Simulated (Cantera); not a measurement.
Equilibrium for abatement and gas-phase synthesis: SO2 + H2 + N2

Feed: 1 mol SO2, 0.27 mol H2, 1.8 mol N2, equilibrated at 0.110 bar.

Equilibrium computed with Cantera from the NASA thermochemical tables; the gas is ideal and each condensed phase is pure. Candidate condensed phases: H2O, H2SO4, S; 35 gas species. Kinetics and transport are ignored.

```tsv
T (°C)	x N2	x O	x SO2	x SO	x S	x H	x H2O	x O2	x OH	x NO	x H2
2275	0.572	0.00417	0.241	0.0702	0.00504	0.0122	0.0579	0.00573	0.00899	0.00352	0.0172
2375	0.562	0.00903	0.223	0.0811	0.00698	0.0185	0.0510	0.0108	0.0132	0.00562	0.0174
2475	0.547	0.0174	0.199	0.0943	0.0102	0.0270	0.0425	0.0172	0.0177	0.00815	0.0173
2575	0.529	0.0307	0.170	0.108	0.0151	0.0377	0.0331	0.0242	0.0218	0.0109	0.0168
2675	0.507	0.0498	0.139	0.121	0.0223	0.0501	0.0237	0.0305	0.0247	0.0137	0.0154
2775	0.484	0.0753	0.107	0.130	0.0325	0.0631	0.0156	0.0352	0.0257	0.0162	0.0131
2875	0.459	0.107	0.0771	0.133	0.0457	0.0750	0.00927	0.0373	0.0247	0.0182	0.0104
2975	0.436	0.143	0.0518	0.129	0.0621	0.0847	0.00506	0.0365	0.0219	0.0195	0.00773
3075	0.414	0.182	0.0323	0.117	0.0808	0.0916	0.00257	0.0333	0.0182	0.0201	0.00543
3175	0.394	0.219	0.0187	0.101	0.101	0.0959	0.00124	0.0284	0.0144	0.0199	0.00369
3275	0.378	0.253	0.0101	0.0816	0.120	0.0984	0.000579	0.0228	0.0109	0.0191	0.00247
```
x: gas mole fraction; nothing condenses.

From 2275 °C to 3275 °C nothing is condensed.
